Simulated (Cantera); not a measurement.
Input (Python, Cantera) and output of one run.

```python
import numpy as np
import cantera as ct

gas_names = [...]  # 87 gases of nasa_gas.yaml made of C, H, Si
cond_names = """
    C(gr) C6H6(L) C7H8(L) C8H18(L),n-octa Si(cr) Si(L) SiC(b)
""".split()


# ... load() reads the species with a 1 bar reference pressure and builds the phases ...
atoms = {
    'CH3SiH3': {'C': 1, 'H': 6, 'Si': 1},
    'C2H2': {'C': 2, 'H': 2},
    'H2': {'H': 2},
}
top_T = {'C(gr)': 4500, 'SiC(b)': 3050}  # K; cautious upper limits of use, not melting points


# ... equilibrate(T, P, feed) seeds the gas with the atoms and calls Mixture.equilibrate('TP', solver="vcs", rtol=1e-11, max_steps=5000) ...
results = []
feed = {'CH3SiH3': 1, 'C2H2': 0.005, 'H2': 270}  # mol
P = 133.322  # Pa
for T in [1548, 1648, 1748, 1848, 1948, 2048, 2148, 2248, 2348, 2448, 2548]:
    mix = equilibrate(T, P, feed)
    results.append((T, P, feed, dict(zip(mix.species_names, mix.species_moles))))

top = {s: max(r[3][s] / sum(r[3][g] for g in gas_names) for r in results) for s in gas_names}
cols = sorted((s for s in top if top[s] > 0.001), key=lambda s: -top[s])[:5]
seen = [c for c in cond_names if any(r[3].get(c, 0) > 1e-12 for r in results)]
print("log10 of partial pressures in bar; condensed amounts in mol")
print(f"{'T/K':>10s}" + "".join(f"{s[:9]:>10s}" for s in cols + seen))
for T, P, feed, n in results:
    ng = sum(n[g] for g in gas_names)
    print(f"{T:10.4g}" + "".join(f"{np.log10(max(n[s] / ng * P / 1e5, 1e-99)):10.3f}" for s in cols)
          + "".join(f"{n.get(c, 0):10.4g}" for c in seen))
```

Result:

```
log10 of partial pressures in bar; condensed amounts in mol
       T/K        H2         H        Si C2H2,acet     C(gr)    SiC(b)
      1548    -2.875    -5.949    -9.556    -7.680 0.0007444    0.9999
      1648    -2.876    -5.488    -8.320    -7.581         0    0.9989
      1748    -2.878    -5.080    -7.321    -7.306         0    0.9893
      1848    -2.882    -4.716    -6.571    -6.784         0    0.9401
      1948    -2.889    -4.391    -5.949    -6.221         0    0.7414
      2048    -2.904    -4.102    -5.380    -5.883    0.3382         0
      2148    -2.927    -3.844    -5.381    -5.698         0         0
      2248    -2.965    -3.616    -5.389    -5.711         0         0
      2348    -3.024    -3.420    -5.409    -5.740         0         0
      2448    -3.111    -3.257    -5.440    -5.793         0         0
      2548    -3.235    -3.127    -5.479    -5.892         0         0
```

These are equilibrium values from Cantera (NASA tables, ideal gas, pure condensed phases), not measurements of a reactor. The feed counts by its element totals alone.
